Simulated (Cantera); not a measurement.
Input: 1 mol Si, a varied amount of HBr, 1.3 mol N2, held at 850 K and 100000 Pa.

Method: chemical equilibrium by Gibbs-energy minimisation in Cantera with the NASA 1993 tables (ideal gas, pure condensed phases). Candidate condensed phases: Br2, Si, Si3N4; 28 gas species. N2 is the only nitrogen source here; it is nearly inert below about 1500 K, so the nitride shown seldom forms there in practice. Equilibrium is a limit: real reactors are often held back by kinetics, nucleation or transport.

At 7.4 mol HBr, list the 6 most abundant gas species with their mole fractions, and the condensed phases.

HBr 0.496, H2 0.230, N2 0.159, SiBr4 0.115, NH3 8.16e-5, SiHBr3 4.95e-5. Condensed: Si3N4(s).
